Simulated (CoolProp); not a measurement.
Vapour-liquid equilibrium of benzene (1) + ethylbenzene (2) at 1160 kPa; x and y are mole fractions of (1).

Model: multi-fluid Helmholtz-energy mixture model, Thol 2012 and Zhou 2012; pair parameters Bell 2016, in CoolProp.

Q: Give the bubble temperature and the first vapour's composition at x = 0.05, 0.85, 0.95. Is there an azeotrope?

A: x = 0.05: 527.1 K, y = 0.094; x = 0.85: 468.3 K, y = 0.941; x = 0.95: 462.8 K, y = 0.983. No azeotrope shows between x = 0.05 and 0.95.

Pair parameters are fitted to limited data, so mixtures are less certain than the pure fluids.
